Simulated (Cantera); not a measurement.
Mixture: CH4 : O2 : N2 = 1 : 2.33 : 8.74 (molar parts), at 3230 Torr, adiabatic and at constant volume. Ignition delay is the time to a rise of 400 K.

Detailed kinetics in Cantera: GRI-Mech 3.0 (53 species, 325 reactions).

What does this change do: pressure from 3230 Torr to 20300 Torr?


```tsv
quantity	before	after
delay at 1200 K	10.3 ms	1.41 ms
delay at 1400 K	0.941 ms	0.165 ms
delay at 1600 K	0.132 ms	28.5 µs
delay at 1800 K	28.9 µs	6.50 µs
apparent activation energy between 1700 and 1900 K	180 kJ/mol	180 kJ/mol
```
The pressure lies above the range GRI-Mech 3.0 was tuned for (to about 10 atm).

What does this change do: pressure from 3230 Torr to 760 Torr?


```tsv
quantity	before	after
delay at 1200 K	10.3 ms	40.0 ms
delay at 1400 K	0.941 ms	3.02 ms
delay at 1600 K	0.132 ms	0.422 ms
delay at 1800 K	28.9 µs	0.102 ms
apparent activation energy between 1700 and 1900 K	180 kJ/mol	160 kJ/mol
```
